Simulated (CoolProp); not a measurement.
Vapour-liquid equilibrium of R125 (1) + fluoroethane (R161) (2) at 349 kPa; x and y are mole fractions of (1).

Values from CoolProp's multi-fluid Helmholtz-energy mixture model, Lemmon 2005 and Wu 2012; pair parameters Bell 2016.

```tsv
x	bubble temperature (K)	y at the bubble point	dew temperature at overall composition x (K)	liquid density (mol/L)
0.05	266.0	0.068	266.1	15.76
0.125	264.9	0.172	265.4	15.38
0.2	263.8	0.275	264.6	15.00
0.275	262.6	0.373	263.8	14.65
0.35	261.3	0.464	262.9	14.30
0.425	260.1	0.545	261.9	13.96
0.5	259.0	0.619	260.8	13.63
0.575	258.0	0.685	259.7	13.31
0.65	257.1	0.745	258.5	13.00
0.725	256.2	0.800	257.4	12.70
0.8	255.5	0.853	256.2	12.41
0.875	254.9	0.906	255.2	12.13
0.95	254.4	0.960	254.4	11.86
```

No azeotrope shows between x = 0.05 and 0.95.

The pair parameters rest on a limited set of measurements; away from them the model extrapolates. The gap from Raoult's law changes sign with composition, which may be real or a fault of the pair parameters; it wasn't checked against measurements.
